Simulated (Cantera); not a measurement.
An isothermal, constant-pressure homogeneous reactor starts with N2O : H2O = 1 : 0.009 (molar parts), at 1473 K and 9100 Pa.

Computed with Cantera and GRI-Mech 3.0 (53 species, 325 reactions). GRI-Mech 3.0 was tuned for natural gas; its chemistry of N2O as a main component is partial and can be far from experiment. The temperature is held fixed by assumption; the heat of reaction is taken as removed at once.

x: mole fraction; the columns are a selection and need not sum to one.

```json
[
 {"t (s)": "3.00e-5", "x N2O": "0.991", "x H2O": "0.00892", "x NO2": "7.42e-12", "x H2O2": "<1e-12", "x H2": "2.77e-12", "x NO": "9.94e-6", "x O": "3.62e-5"},
 {"t (s)": "0.000110", "x N2O": "0.991", "x H2O": "0.00892", "x NO2": "1.10e-9", "x H2O2": "9.80e-11", "x H2": "3.00e-10", "x NO": "7.23e-5", "x O": "5.51e-5"},
 {"t (s)": "0.000405", "x N2O": "0.989", "x H2O": "0.00890", "x NO2": "2.26e-7", "x H2O2": "(withheld)", "x H2": "1.34e-8", "x NO": "0.000332", "x O": "5.62e-5"},
 {"t (s)": "0.00149", "x N2O": "0.983", "x H2O": "0.00886", "x NO2": "1.52e-5", "x H2O2": "(withheld)", "x H2": "1.44e-7", "x NO": "0.00126", "x O": "5.56e-5"},
 {"t (s)": "0.00548", "x N2O": "0.960", "x H2O": "0.00878", "x NO2": "0.000150", "x H2O2": "(withheld)", "x H2": "3.54e-7", "x NO": "0.00449", "x O": "5.48e-5"},
 {"t (s)": "0.0201", "x N2O": "0.883", "x H2O": "0.00855", "x NO2": "0.000415", "x H2O2": "(withheld)", "x H2": "2.70e-7", "x NO": "0.0155", "x O": "5.33e-5"},
 {"t (s)": "0.0740", "x N2O": "0.662", "x H2O": "0.00789", "x NO2": "0.000441", "x H2O2": "(withheld)", "x H2": "2.38e-7", "x NO": "0.0472", "x O": "5.19e-5"},
 {"t (s)": "0.272", "x N2O": "0.264", "x H2O": "0.00670", "x NO2": "0.000239", "x H2O2": "(withheld)", "x H2": "3.06e-7", "x NO": "0.103", "x O": "4.92e-5"},
 {"t (s)": "1.00", "x N2O": "0.0189", "x H2O": "0.00598", "x NO2": "0.000130", "x H2O2": "7.84e-10", "x H2": "2.79e-7", "x NO": "0.134", "x O": "2.92e-5"}
]
```

Q: Some entries are withheld; supply them.

A: 
- 0.000405, x H2O2: 5.59e-9
- 0.00149, x H2O2: 5.91e-8
- 0.00548, x H2O2: 3.02e-8
- 0.0201, x H2O2: 9.06e-9
- 0.0740, x H2O2: 2.80e-9
- 0.272, x H2O2: 1.47e-9
